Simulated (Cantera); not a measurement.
A perfectly stirred reactor is fed with 9.45 % CO, 7.09 % H2, 1.80 % CH4, 21.2 % O2, 60.5 % N2, at 0.460 bar; it is adiabatic with a 525 K inlet, and is followed from long to short residence time, starting on the burning branch (τ in s: 0.096, 0.049, 0.025, 0.013, 0.0068, 0.0035, 0.0018, 0.00092, 0.00047, 0.00024, 0.00013, 6.5e-05).

Computed with Cantera and GRI-Mech 3.0 (53 species, 325 reactions).

Predict: blow-out, bracketed by the residence times tried; x(CO) at τ = 96.0 ms; x(H2) at τ = 96.0 ms; x(CH4) at τ = 96.0 ms; x(HCO) at τ = 96.0 ms; x(HO2) at τ = 96.0 ms; x(CO) at τ = 1.80 ms; x(H2) at τ = 1.80 ms; x(CH4) at τ = 1.80 ms; x(HCO) at τ = 1.80 ms; x(HO2) at τ = 1.80 ms.

blow-out, bracketed by the residence times tried: burning at 0.130 ms, out at 65.0 µs
x(CO) at τ = 96.0 ms: 0.00388
x(H2) at τ = 96.0 ms: 0.000707
x(CH4) at τ = 96.0 ms: 1.05e-6
x(HCO) at τ = 96.0 ms: 9.45e-9
x(HO2) at τ = 96.0 ms: 2.41e-6
x(CO) at τ = 1.80 ms: 0.0209
x(H2) at τ = 1.80 ms: 0.00447
x(CH4) at τ = 1.80 ms: 1.83e-5
x(HCO) at τ = 1.80 ms: 4.72e-7
x(HO2) at τ = 1.80 ms: 8.80e-6
